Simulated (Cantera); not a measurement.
An adiabatic, constant-volume homogeneous reactor starts with CH₄ : H₂ : O₂ : N₂ : H₂O = 1 : 0.15 : 3.46 : 12.8 : 1.2 (molar parts), at 1650 K and 1.00 bar.

Model: GRI-Mech 3.0 (53 species, 325 reactions), integrated in Cantera.

Predict: time of steepest temperature rise; temperature at 0.500 s; equilibrium temperature; x(H₂) at 0.500 s; x(O₂) at 0.500 s; x(HCO) at 0.500 s; x(OH) at 0.500 s; x(O) at 0.500 s.


- time of steepest temperature rise = 0.189 ms
- temperature at 0.500 s = 2681 K
- equilibrium temperature = 2681 K
- x(H₂) at 0.500 s = 0.00649 (gas-phase equilibrium 0.00649)
- x(O₂) at 0.500 s = 0.0665 (gas-phase equilibrium 0.0665)
- x(HCO) at 0.500 s = 6.89e-9 (gas-phase equilibrium 6.89e-9)
- x(OH) at 0.500 s = 0.0204 (gas-phase equilibrium 0.0204)
- x(O) at 0.500 s = 0.00671 (gas-phase equilibrium 0.00671)
